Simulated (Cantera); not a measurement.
N2O furnace oxynitridation

An isothermal, constant-pressure homogeneous reactor starts with N2O : N2 = 1 : 0.71 (molar parts), at 1623 K and 0.148 atm.

Cantera simulation using GRI-Mech 3.0 (53 species, 325 reactions); the numbers are that mechanism's predictions, not measurements. GRI-Mech 3.0 was tuned for natural gas; its chemistry of N2O as a main component is partial and can be far from experiment. The temperature is held fixed by assumption; the heat of reaction is taken as removed at once.

| t (s) | x N2O | x O | x N2 | x O2 | x NO2 | x NO |
|---|---|---|---|---|---|---|
| 8.00e-5 | 0.583 | 0.000205 | 0.416 | 0.000393 | 8.38e-9 | 0.000355 |
| 0.000264 | 0.578 | 0.000210 | 0.418 | 0.00161 | 1.33e-7 | 0.00145 |
| 0.000869 | 0.564 | 0.000210 | 0.426 | 0.00554 | 1.33e-6 | 0.00500 |
| 0.00287 | 0.518 | 0.000209 | 0.448 | 0.0177 | 8.70e-6 | 0.0159 |
| 0.00945 | 0.397 | 0.000208 | 0.508 | 0.0501 | 3.36e-5 | 0.0451 |
| 0.0312 | 0.177 | 0.000200 | 0.617 | 0.109 | 8.23e-5 | 0.0972 |
| 0.103 | 0.0190 | 0.000131 | 0.696 | 0.153 | 0.000122 | 0.132 |
| 0.339 | 0.000156 | 2.17e-5 | 0.707 | 0.159 | 0.000167 | 0.134 |
| 1.12 | 5.92e-6 | 1.99e-5 | 0.707 | 0.159 | 0.000170 | 0.134 |
| 3.68 | 5.85e-6 | 1.99e-5 | 0.707 | 0.160 | 0.000169 | 0.133 |
| 12.1 | 5.62e-6 | 2.00e-5 | 0.709 | 0.161 | 0.000167 | 0.130 |
| 40.0 | 4.93e-6 | 2.02e-5 | 0.713 | 0.165 | 0.000158 | 0.122 |
x: mole fraction; the columns are a selection and need not sum to one.

Equilibrium at this temperature and pressure: N2O 5.00e-8, O 2.34e-5, N2 0.773, O2 0.225, NO2 3.33e-6, NO 0.00220 (gas phase only).
